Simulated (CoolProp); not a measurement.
Vapour-liquid equilibrium of R13 (1) + isobutane (2) at 56.7 kPa; x and y are mole fractions of (1).

The numbers come from the multi-fluid Helmholtz-energy mixture model, Platzer 1990 and Bücker 2006; pair parameters Bell 2016 in CoolProp. This equation is an older, rougher fit; its heat capacities, sound speeds and derivatives of the liquid may be far off and weren't checked against measurements.

```tsv
x	bubble temperature (°C)	y at the bubble point	dew temperature at overall composition x (°C)	liquid density (mol/L)
0.05	-49.0	0.694	-26.8	11.01
0.15	-68.6	0.917	-29.2	11.61
0.25	-76.5	0.957	-31.9	12.03
0.35	-80.7	0.971	-34.8	12.39
0.45	-83.3	0.979	-38.2	12.74
0.55	-85.2	0.983	-42.0	13.10
0.65	-86.6	0.987	-46.6	13.46
0.75	-88.0	0.990	-52.3	13.84
0.85	-89.4	0.994	-60.4	14.25
0.95	-90.8	0.998	-74.9	14.69
```

No azeotrope shows between x = 0.05 and 0.95.

The pair parameters rest on a limited set of measurements; away from them the model extrapolates. With so large a gap from Raoult's law the liquid may split in two, which this calculation doesn't test in full.
